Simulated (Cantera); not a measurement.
## Diamond growth

A diamond (100) surface in a fixed gas of H2 with x(CH4) = 0.0037, x(H) = 0.00025, at 1200 K, 0.0109 atm; coverages are run to steady state.

Detailed kinetics in Cantera: the Harris–Goodwin 1993 mechanism for the reconstructed diamond (100) surface.

```
x(CH3)   growth (µm/h)  θ c6HH  θ c6H*  θ c6*H   θ c6**    θ c6HM
-------  -------------  ------  ------  ------  -------  --------
1e-06         0.000297   0.529  0.0333   0.426   0.0117   2.79e-6
2.2e-06       0.000653   0.529  0.0333   0.426   0.0117   6.14e-6
5e-06          0.00148   0.529  0.0333   0.426   0.0117   1.39e-5
1.1e-05        0.00326   0.529  0.0333   0.426   0.0117   3.07e-5
2.5e-05        0.00736   0.529  0.0333   0.426   0.0116   6.96e-5
5.6e-05         0.0163   0.529  0.0332   0.426   0.0115  0.000155
0.00013         0.0370   0.528  0.0332   0.425   0.0112  0.000359
0.00028         0.0758   0.527  0.0331   0.424   0.0106  0.000764
0.00063          0.154   0.525  0.0329   0.422  0.00948   0.00168
```
θ: site fractions in the mechanism's names (c6HH fully hydrogenated, c6H* and c6*H radical sites, c6** diradical, c6HM methylated).
